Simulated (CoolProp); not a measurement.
Vapour-liquid equilibrium of n-butane (1) + acetone (2) at 1.75 °C; x and y are mole fractions of (1).

Computed with CoolProp (multi-fluid Helmholtz-energy mixture model, Bücker 2006 and Lemmon 2006; pair parameters Bell 2016).

```json
[
 {"x": "0.05", "bubble pressure (bar)": "0.3542", "y at the bubble point": "0.721", "dew pressure at overall composition x (bar)": "0.1073", "liquid density (mol/L)": "13.70"},
 {"x": "0.125", "bubble pressure (bar)": "0.6260", "y at the bubble point": "0.849", "dew pressure at overall composition x (bar)": "0.1164", "liquid density (mol/L)": "13.35"},
 {"x": "0.2", "bubble pressure (bar)": "0.7976", "y at the bubble point": "0.886", "dew pressure at overall composition x (bar)": "0.1272", "liquid density (mol/L)": "13.00"},
 {"x": "0.275", "bubble pressure (bar)": "0.8983", "y at the bubble point": "0.902", "dew pressure at overall composition x (bar)": "0.1401", "liquid density (mol/L)": "12.67"},
 {"x": "0.35", "bubble pressure (bar)": "0.9524", "y at the bubble point": "…", "dew pressure at overall composition x (bar)": "0.1560", "liquid density (mol/L)": "12.36"},
 {"x": "0.425", "bubble pressure (bar)": "0.9785", "y at the bubble point": "0.914", "dew pressure at overall composition x (bar)": "0.1759", "liquid density (mol/L)": "12.06"},
 {"x": "0.5", "bubble pressure (bar)": "0.9898", "y at the bubble point": "0.916", "dew pressure at overall composition x (bar)": "0.2017", "liquid density (mol/L)": "…"},
 {"x": "0.575", "bubble pressure (bar)": "…", "y at the bubble point": "0.917", "dew pressure at overall composition x (bar)": "0.2362", "liquid density (mol/L)": "11.50"},
 {"x": "0.65", "bubble pressure (bar)": "1.002", "y at the bubble point": "0.919", "dew pressure at overall composition x (bar)": "0.2850", "liquid density (mol/L)": "11.25"},
 {"x": "0.725", "bubble pressure (bar)": "1.013", "y at the bubble point": "0.922", "dew pressure at overall composition x (bar)": "0.3590", "liquid density (mol/L)": "11.01"},
 {"x": "0.8", "bubble pressure (bar)": "1.031", "y at the bubble point": "0.929", "dew pressure at overall composition x (bar)": "0.4843", "liquid density (mol/L)": "10.79"},
 {"x": "0.875", "bubble pressure (bar)": "1.056", "y at the bubble point": "0.943", "dew pressure at overall composition x (bar)": "0.7371", "liquid density (mol/L)": "10.59"},
 {"x": "0.95", "bubble pressure (bar)": "1.085", "y at the bubble point": "0.970", "dew pressure at overall composition x (bar)": "1.064", "liquid density (mol/L)": "10.41"}
]
```

Fill in the missing entries.


- 0.35, y at the bubble point: 0.910
- 0.5, liquid density (mol/L): 11.77
- 0.575, bubble pressure (bar): 0.9957

No azeotrope shows between x = 0.05 and 0.95.

The pair parameters rest on a limited set of measurements; away from them the model extrapolates. With so large a gap from Raoult's law the liquid may split in two, which this calculation doesn't test in full.
